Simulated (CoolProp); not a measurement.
R141b at several states: density (kg/m³) from the reference equation and from simpler models built on Tc = 477.5 K, pc = 4.212 MPa, ω = 0.220; each cubic takes its own stable root.

Values from CoolProp's reference Helmholtz-energy equation of state, Lemmon 2006. It is a short technical equation, of lower accuracy than the large ones.

```tsv
T (K)	p (MPa)	phase	reference	van der Waals	Redlich-Kwong	Soave-Redlich-Kwong	Peng-Robinson
410.5	0.135	gas	4.708	4.691	4.706	4.710	4.717
413.9	0.304	gas	10.75	(withheld)	(withheld)	(withheld)	(withheld)
338.3	0.0112	gas	0.4670	0.4665	0.4668	0.4669	0.4669
252	0.0289	liquid	1320	(withheld)	(withheld)	1208	(withheld)
```

### Question
Complete the blanks.

### Answer

- 413.9, van der Waals: 10.66
- 413.9, Redlich-Kwong: 10.74
- 413.9, Soave-Redlich-Kwong: 10.76
- 413.9, Peng-Robinson: 10.79
- 252, van der Waals: 1.627
- 252, Redlich-Kwong: 1186
- 252, Peng-Robinson: 1361

At some of these states van der Waals gives the other phase, because its saturation line lies elsewhere.
